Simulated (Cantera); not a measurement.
An isothermal, constant-pressure homogeneous reactor starts with H2 : O2 : N2 = 0.025 : 1 : 1.8 (molar parts), at 1200 K and 21.8 Torr.

Detailed kinetics in Cantera: the H2/O2 subset of GRI-Mech 3.0, which has no nitrogen chemistry. Radical loss at walls, strong at low pressure, is not modelled.

x: mole fraction; the columns are a selection and need not sum to one.

```tsv
t (s)	x H2	x O2	x O	x H2O	x H2O2
0.000200	0.00885	0.354	1.09e-9	4.25e-10	<1e-12
0.000455	0.00885	0.354	4.79e-9	3.52e-9	<1e-12
0.00104	0.00885	0.354	4.10e-8	4.55e-8	5.10e-12
0.00236	0.00884	0.354	2.82e-6	3.54e-6	3.60e-11
0.00537	___	0.349	___	___	___
0.0122	7.87e-5	0.347	0.00584	0.00814	3.18e-8
0.0278	5.73e-5	0.348	0.00430	0.00833	3.09e-8
0.0632	3.25e-5	0.349	0.00240	0.00856	2.88e-8
0.144	1.28e-5	0.350	0.000940	0.00872	2.33e-8
0.328	3.67e-6	0.351	0.000270	0.00881	1.46e-8
0.746	___	0.351	___	0.00885	___
1.70	2.19e-7	0.351	1.65e-5	0.00887	2.49e-9
3.86	5.93e-8	0.351	4.49e-6	0.00888	8.46e-10
8.79	1.82e-8	0.351	1.39e-6	0.00888	2.94e-10
20.0	6.32e-9	0.351	4.88e-7	0.00889	1.10e-10
```

Problem. What belongs in the gaps?

Solution. 
- 0.00537, x H2: 0.00224
- 0.00537, x O: 0.00401
- 0.00537, x H2O: 0.00536
- 0.00537, x H2O2: 1.31e-7
- 0.746, x H2: 8.97e-7
- 0.746, x O: 6.65e-5
- 0.746, x H2O2: 6.76e-9
